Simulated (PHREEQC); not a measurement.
Make-up at 25 °C: 0.011 mol/kgw (NH4)2SO4, 0.0023 mol/kgw KHF2 and 0.0016 mol/kgw H3BO3. Closed to the air; pH follows from the charge balance.

Computed with PHREEQC (ion-association model, phreeqc.dat).

```
Item                       Value
----------------  --------------
pH                          3.50
ionic strength    0.0328 mol/kgw
total alkalinity    -2.30 meq/kg
```

```json
[
 {"species": "NH4+", "molality": "0.0207", "activity": "0.0172", "log γ": "-0.080"},
 {"species": "SO4-2", "molality": "0.00946", "activity": "0.00490", "log γ": "-0.286"},
 {"species": "F-", "molality": "0.00250", "activity": "0.00210", "log γ": "-0.076"},
 {"species": "K+", "molality": "0.00222", "activity": "0.00187", "log γ": "-0.076"},
 {"species": "NH4SO4-", "molality": "0.00128", "activity": "0.00109", "log γ": "-0.073"},
 {"species": "H3BO3", "molality": "0.00127", "activity": "0.00128", "log γ": "0.003"},
 {"species": "HF", "molality": "0.000991", "activity": "0.000999", "log γ": "0.003"},
 {"species": "H+", "molality": "0.000365", "activity": "0.000318", "log γ": "-0.060"},
 {"species": "HSO4-", "molality": "0.000179", "activity": "0.000151", "log γ": "-0.073"},
 {"species": "BF4-", "molality": "0.000178", "activity": "0.000151", "log γ": "-0.073"},
 {"species": "BF2(OH)2-", "molality": "8.99e-5", "activity": "7.59e-5", "log γ": "-0.073"},
 {"species": "KSO4-", "molality": "7.55e-5", "activity": "6.43e-5", "log γ": "-0.070"}
]
```

This is a speciation only: nothing precipitates in the calculation. Complexes and solids missing from the database can't appear. Real BF4- forms and hydrolyses slowly; the run takes it at equilibrium.
